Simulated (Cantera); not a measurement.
A perfectly stirred reactor is fed with 21.5 % H2, 15.6 % O2, 58.4 % N2, 4.51 % H2O, at 1.00 atm; it is adiabatic with a 350 K inlet, and is followed from long to short residence time, starting on the burning branch (τ in s: 0.29, 0.13, 0.061, 0.028, 0.013, 0.0061, 0.0028, 0.0013, 0.0006, 0.00028, 0.00013, 6e-05).

Detailed kinetics in Cantera: the H2/O2 subset of GRI-Mech 3.0, which has no nitrogen chemistry.

One state of this run: T (K) = 1933; x H2 = 0.00159; x O2 = 0.0534; x H2O = 0.287; x HO2 = 4.22e-6; x O = 0.000611; x H = 0.000273. x: mole fraction; the columns are a selection and need not sum to one.

Problem. Which value of τ (s) does it belong to?
(A) 0.013
(B) 0.0013
(C) 0.13
(D) 0.00013

Solution. A, 0.013
